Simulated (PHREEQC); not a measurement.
PHREEQC input (Pitzer model, pitzer.dat):

```
SOLUTION 1
  temp 30
  units mol/kgw
  pH 7 charge
  Na 1.1299
  C(4) 0.24
  Cl 0.025
  S(6) 0.31
END
USE solution 1
INCREMENTAL_REACTIONS false
REACTION 1
  H2O -1
  0 9.886 18.011 24.689 30.178 34.689 38.397 41.444
  43.949 46.007 47.699 49.089 50.232 51.172 51.944 52.578
  53.1 53.528 moles
EQUILIBRIUM_PHASES 1
  Burkeite 0 0
  Halite 0 0
  Mirabilite 0 0
  Nahcolite 0 0
  Natron 0 0
  Thenardite 0 0
  Trona 0 0
  CO2(g) -3.4 10
SELECTED_OUTPUT 1
  -reset false
  -pH true
  -pe true
  -ionic_strength true
  -water true
  -activities H2O
  -totals C Cl Na S
  -molalities H+ Na+ Cl- CO3-2 SO4-2 OH- HCO3- CO2 HSO4-
  -equilibrium_phases Burkeite Halite Mirabilite Nahcolite Natron Thenardite Trona
PRINT
  -reset false
END
```

Selected output (columns that matter, 18 of 18 rows; water left (kg) added in front):

```
water left (kg)	pH	mu	C	Cl	Na	S	m_H+	m_Na+	m_Cl-	m_CO3-2	m_SO4-2	la_H2O	Thenardite	Trona
0.999257	9.8831	1.6371	0.28897	0.025019	1.1307	0.31023	3.0871e-10	1.1307	0.025019	0.19612	0.31023	-0.0097857	0	0
0.821219	9.9007	1.9967	0.34698	0.030443	1.3759	0.37749	3.0652e-10	1.3759	0.030443	0.2433	0.37749	-0.011676	0	0
0.674901	9.9166	2.4346	0.41714	0.037042	1.6742	0.45933	3.0316e-10	1.6742	0.037042	0.30114	0.45933	-0.01395	0	0
0.554645	9.9309	2.968	0.50215	0.045074	2.0372	0.55892	2.9749e-10	2.0372	0.045074	0.3719	0.55892	-0.016707	0	0
0.455803	9.9435	3.6174	0.60533	0.054848	2.4789	0.68012	2.8814e-10	2.4789	0.054848	0.45831	0.68012	-0.020091	0	0
0.374572	9.9544	4.4077	0.73079	0.066743	3.0165	0.82761	2.736e-10	3.0165	0.066743	0.56356	0.82761	-0.024304	0	0
0.3078	9.9633	5.3695	0.88372	0.081222	3.6709	1.0071	2.5237e-10	3.6709	0.081222	0.69146	1.0071	-0.029642	0	0
0.252928	9.9694	6.5393	1.0706	0.098843	4.4673	1.2256	2.2343e-10	4.4673	0.098843	0.84638	1.2256	-0.036532	0	0
0.20781	9.9713	7.9623	1.2998	0.1203	5.4372	1.4918	1.8676e-10	5.4372	0.1203	1.0334	1.4918	-0.045608	0	0
0.170732	9.9667	9.6914	1.5823	0.14643	6.618	1.8157	1.4414e-10	6.618	0.14643	1.2577	1.8157	-0.057793	0	0
0.140233	9.9518	11.793	1.9328	0.17827	8.0573	2.2106	9.9528e-11	8.0573	0.17827	1.5249	2.2106	-0.074474	0	0
0.113747	9.9316	12.25	1.8871	0.21979	8.3774	2.3974	8.9889e-11	8.3774	0.21979	1.4755	2.3974	-0.07866	0.037297	0.034132
0.0921091	9.9313	12.179	1.8705	0.27142	8.3451	2.3693	8.9514e-11	8.3451	0.27142	1.4644	2.3693	-0.079083	0.091764	0.059239
0.0743138	9.9307	12.089	1.8497	0.33641	8.305	2.3342	8.9022e-11	8.305	0.33641	1.4503	2.3342	-0.079615	0.13654	0.079884
0.059699	9.9299	11.978	1.8235	0.41877	8.2552	2.2901	8.8368e-11	8.2552	0.41877	1.4325	2.2901	-0.080289	0.17328	0.096837
0.0476968	9.9286	11.838	1.7902	0.52414	8.1932	2.2345	8.7485e-11	8.1932	0.52414	1.4098	2.2345	-0.081153	0.20342	0.11076
0.0378149	9.9266	11.659	1.7473	0.66111	8.1155	2.1634	8.6262e-11	8.1155	0.66111	1.3802	2.1634	-0.08228	0.22819	0.12221
0.0297127	9.9234	11.431	1.6916	0.84139	8.0183	2.0719	8.4535e-11	8.0183	0.84139	1.3413	2.0719	-0.083773	0.24844	0.13159
```

Complexes and solids missing from the database can't appear.
